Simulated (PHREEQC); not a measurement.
**Alkaline etch or developer: an equilibrium model**

Make-up at 5 °C: 1.5 mmol/kgw KOH and 70 mmol/kgw K2CO3. Closed to the air; pH follows from the charge balance.

Equilibrium calculation in PHREEQC: ion-association model, phreeqc.dat.

No solid was allowed to form.

Q: What pH does the model give?

A: pH 11.99.

Q: In which forms is C present?

A: CO3-2 98 %, HCO3- 1.5 % of the C.

Species that the database lacks are ignored. Away from 25 °C the constants follow the database's enthalpies or fits; those with neither stay at their 25 °C values.
